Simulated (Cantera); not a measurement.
A closed system holds: 1 mol Si, a varied amount of O₂, 8.3 mol H₂, at 1975 K and 5480 Torr.

Method: chemical equilibrium by Gibbs-energy minimisation in Cantera with the NASA 1993 tables (ideal gas, pure condensed phases). Candidate condensed phases: H₂O, Si, SiO₂; 18 gas species. Each liquid is taken as pure. Mutual solubility and eutectic melting of coexisting phases are not modelled. The tables hold silica as quartz up to 1696 K and as liquid above; real silica turns to tridymite and cristobalite and melts near 1996 K. Gases not in the tables: Si₂H₆ and higher silanes. The numbers say what is thermodynamically allowed, not how fast it happens.

x: gas mole fraction; n: condensed amount in mol.

```json
[
 {"n(O₂) (mol)": "0.0047", "x H₂": "0.998", "x SiO": "0.00112", "x H": "0.000506", "x H₂O": "6.04e-6", "x SiH₂": "9.18e-5", "x SiH": "8.60e-6", "x SiH₄": "7.05e-6", "n Si(l)": "0.990", "n SiO₂(condensed)": "0"},
 {"n(O₂) (mol)": "0.0079", "x H₂": "0.997", "x SiO": "0.00189", "x H": "0.000506", "x H₂O": "1.01e-5", "x SiH₂": "9.17e-5", "x SiH": "8.60e-6", "x SiH₄": "7.04e-6", "n Si(l)": "0.983", "n SiO₂(condensed)": "0"},
 {"n(O₂) (mol)": "0.013", "x H₂": "0.996", "x SiO": "0.00311", "x H": "0.000505", "x H₂O": "1.66e-5", "x SiH₂": "9.16e-5", "x SiH": "8.60e-6", "x SiH₄": "7.02e-6", "n Si(l)": "0.973", "n SiO₂(condensed)": "0"},
 {"n(O₂) (mol)": "0.022", "x H₂": "0.994", "x SiO": "0.00524", "x H": "0.000505", "x H₂O": "2.81e-5", "x SiH₂": "9.14e-5", "x SiH": "8.59e-6", "x SiH₄": "6.99e-6", "n Si(l)": "0.955", "n SiO₂(condensed)": "0"},
 {"n(O₂) (mol)": "0.037", "x H₂": "0.991", "x SiO": "0.00879", "x H": "0.000504", "x H₂O": "4.68e-5", "x SiH₂": "9.11e-5", "x SiH": "8.57e-6", "x SiH₄": "6.94e-6", "n Si(l)": "0.925", "n SiO₂(condensed)": "0"},
 {"n(O₂) (mol)": "0.062", "x H₂": "0.985", "x SiO": "0.0146", "x H": "0.000503", "x H₂O": "7.76e-5", "x SiH₂": "9.05e-5", "x SiH": "8.55e-6", "x SiH₄": "6.86e-6", "n Si(l)": "0.876", "n SiO₂(condensed)": "0"},
 {"n(O₂) (mol)": "0.1", "x H₂": "0.976", "x SiO": "0.0234", "x H": "0.000500", "x H₂O": "0.000123", "x SiH₂": "8.97e-5", "x SiH": "8.51e-6", "x SiH₄": "6.73e-6", "n Si(l)": "(withheld)", "n SiO₂(condensed)": "0"},
 {"n(O₂) (mol)": "0.17", "x H₂": "0.964", "x SiO": "0.0351", "x H": "0.000497", "x H₂O": "0.000182", "x SiH₂": "8.86e-5", "x SiH": "8.46e-6", "x SiH₄": "6.57e-6", "n Si(l)": "(withheld)", "n SiO₂(condensed)": "0.0181"},
 {"n(O₂) (mol)": "0.29", "x H₂": "0.964", "x SiO": "0.0351", "x H": "0.000497", "x H₂O": "0.000182", "x SiH₂": "8.86e-5", "x SiH": "8.46e-6", "x SiH₄": "6.57e-6", "n Si(l)": "(withheld)", "n SiO₂(condensed)": "0.138"},
 {"n(O₂) (mol)": "0.48", "x H₂": "0.964", "x SiO": "0.0351", "x H": "0.000497", "x H₂O": "0.000182", "x SiH₂": "8.86e-5", "x SiH": "8.46e-6", "x SiH₄": "6.57e-6", "n Si(l)": "(withheld)", "n SiO₂(condensed)": "0.328"}
]
```

Question: Fill in the missing entries.

Answer: 
- 0.1, n Si(l): 0.800
- 0.17, n Si(l): 0.679
- 0.29, n Si(l): 0.559
- 0.48, n Si(l): 0.369
